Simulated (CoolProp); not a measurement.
Vapour-liquid equilibrium of CH2F2 (R32) (1) + R134a (2) at 199.3 K; x and y are mole fractions of (1).

Values from CoolProp's multi-fluid Helmholtz-energy mixture model, Tillner-Roth 1997 and Tillner-Roth 1994; pair parameters Lemmon 2004.

### Question
Give the bubble pressure and the first vapour's composition at x = 0.05, 0.275, 0.575. Is there an azeotrope?

### Answer
x = 0.05: 0.07218 bar, y = 0.211; x = 0.275: 0.1249 bar, y = 0.647; x = 0.575: 0.1907 bar, y = 0.860. No azeotrope shows between x = 0.05 and 0.95.

Pair parameters are fitted to limited data, so mixtures are less certain than the pure fluids.
